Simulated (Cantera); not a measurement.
Input (Python, Cantera) and output of one run.

```python
import numpy as np
import cantera as ct

gas_names = """
    B BH BH2 BH3 BN BO BO2 B2 B2O B2O2 B2O3 B3O3H3 H HBO HBO2 HNO HNO2 HNO3 HO2 H2 H2O H2O2 H3B3O6 N NH
    NH2 NH3 NH2OH NO NO2 NO3 N2 N2H2 N2H4 N2O O OH O2 O3
""".split()
cond_names = """
    B(b) B(L) BN(s) B2O3(L) B3O3H3(cr) H2O(s) H2O(L)
""".split()


# ... load() reads the species with a 1 bar reference pressure and builds the phases ...
atoms = {
    'borazine': {'B': 3, 'N': 3, 'H': 6},
    'H2O': {'H': 2, 'O': 1},
    'N2': {'N': 2},
    'H2': {'H': 2},
}
top_T = {'BN(s)': 3200}  # K; cautious upper limits of use, not melting points


# ... equilibrate(T, P, feed) seeds the gas with the atoms and calls Mixture.equilibrate('TP', solver="vcs", rtol=1e-11, max_steps=5000) ...
results = []
feed = {'borazine': 1, 'H2O': 3.5, 'N2': 2, 'H2': 72}  # mol
T = 2300  # K
P = 1000  # Pa
mix = equilibrate(T, P, feed)
results.append((T, P, feed, dict(zip(mix.species_names, mix.species_moles))))
print(gas.report(threshold=0.0001))
for i in range(1, mix.n_phases):
    print(f"{mix.phase(i).name:16s} {mix.phase_moles(i):12.5e} mol")
```

Result:

```
       temperature   2300 K
          pressure   1000 Pa
           density   0.0002046 kg/m^3
  mean mol. weight   3.9126 kg/kmol
   phase of matter   gas

                          1 kg             1 kmol
                     ---------------   ---------------
          enthalpy        1.9556e+07        7.6516e+07  J
   internal energy        1.4669e+07        5.7393e+07  J
           entropy             61329        2.3996e+05  J/K
    Gibbs function        -1.215e+08       -4.7539e+08  J
 heat capacity c_p            8819.7             34508  J/K
 heat capacity c_v            6694.7             26194  J/K

                      mass frac. Y      mole frac. X     chem. pot. / RT
                     ---------------   ---------------   ---------------
                BO           0.10947          0.015977           -37.699
              B2O2         0.0054814        0.00039999           -75.398
              B2O3         0.0090311        0.00050757           -102.09
                 H            0.0228          0.088499           -12.359
               HBO          0.095711          0.013462           -50.059
              HBO2          0.030643         0.0027364           -76.753
                H2           0.43088           0.83626           -24.719
               H2O          0.010745         0.0023337           -51.414
                N2           0.28442          0.039724           -35.252
     [  +30 minor]        0.00081102        0.00010141

B(b)              0.00000e+00 mol
BN(s)             0.00000e+00 mol
B2O3(L)           0.00000e+00 mol
```

Method: chemical equilibrium by Gibbs-energy minimisation in Cantera with the NASA 1993 tables (ideal gas, pure condensed phases). The feed counts by its element totals alone.
